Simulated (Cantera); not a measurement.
Feed: 1 mol Fe₃O₄, a varied amount of H₂, at 1373.15 K and 1.70 bar.

These are equilibrium values from Cantera (NASA tables, ideal gas, pure condensed phases), not measurements of a reactor. Candidate condensed phases: Fe, FeO, Fe(OH)₂, Fe(OH)₃, Fe₂O₃, Fe₃O₄, H₂O; 12 gas species. Mutual solubility and eutectic melting of coexisting phases are not modelled. The tables' stoichiometric FeO is somewhat more stable than real wüstite, so its field is too wide. FeO: taken at fixed stoichiometry. Rates play no part.

Which condensed phases are stable at each of these points (n(H₂) (mol)): 0.51, 1.1, 2.2, 4.6, 9.6, 20, 41, 86, 180, 370, 770?


| n(H₂) (mol) | condensed phases | Fe condensed (%) |
|---|---|---|
| 0.51 | FeO(s) + Fe₃O₄(s) | 100.0 |
| 1.1 | FeO(s) | 100.0 |
| 2.2 | FeO(s) | 100.0 |
| 4.6 | Fe(γ) + FeO(s) | 100.0 |
| 9.6 | Fe(γ) + FeO(s) | 100.0 |
| 20 | Fe(γ) | 100.0 |
| 41 | Fe(γ) | 100.0 |
| 86 | Fe(γ) | 100.0 |
| 180 | Fe(γ) | 100.0 |
| 370 | Fe(γ) | 100.0 |
| 770 | Fe(γ) | 100.0 |

At 0.51 mol H₂ the condensed part is FeO(s) + Fe₃O₄(s). From 1.1 mol H₂ to 2.2 mol H₂ the condensed part is FeO(s). From 4.6 mol H₂ to 9.6 mol H₂ the condensed part is Fe(γ) + FeO(s). From 20 mol H₂ to 770 mol H₂ the condensed part is Fe(γ).
